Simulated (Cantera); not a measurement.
## Equilibrium for abatement and gas-phase synthesis: HCl + O₂ + N₂

Input: 1 mol HCl, 0.42 mol O₂, 23 mol N₂, at 2.10 Torr.

These are equilibrium values from Cantera (NASA tables, ideal gas, pure condensed phases), not measurements of a reactor. Candidate condensed phases: H₂O, NH₄Cl; 29 gas species. The numbers say what is thermodynamically allowed, not how fast it happens.

From 450 °C to 950 °C nothing is condensed.

```csv
T (°C),x N₂,x HCl,x O₂,x H₂O,x Cl₂,x Cl,x NO,x OH
450,0.944,0.0302,0.0145,0.00543,0.00543,1.81e-6,1.34e-7,3.38e-11
500,0.944,0.0324,0.0151,0.00430,0.00430,6.06e-6,3.64e-7,1.74e-10
550,0.943,0.0341,0.0155,0.00345,0.00345,1.74e-5,8.74e-7,7.26e-10
600,0.943,0.0354,0.0158,0.00282,0.00280,4.43e-5,1.90e-6,2.57e-9
650,0.943,0.0363,0.0160,0.00235,0.00230,0.000101,3.78e-6,7.89e-9
700,0.943,0.0370,0.0162,0.00200,0.00190,0.000211,7.01e-6,2.17e-8
750,0.942,0.0375,0.0163,0.00176,0.00156,0.000405,1.22e-5,5.43e-8
800,0.942,0.0377,0.0164,0.00161,0.00125,0.000719,2.02e-5,1.27e-7
850,0.942,0.0378,0.0164,0.00156,0.000968,0.00118,3.19e-5,2.81e-7
900,0.942,0.0377,0.0164,0.00160,0.000711,0.00179,4.83e-5,5.98e-7
950,0.941,0.0374,0.0163,0.00176,0.000497,0.00252,7.07e-5,1.24e-6
```
x: gas mole fraction; nothing condenses.
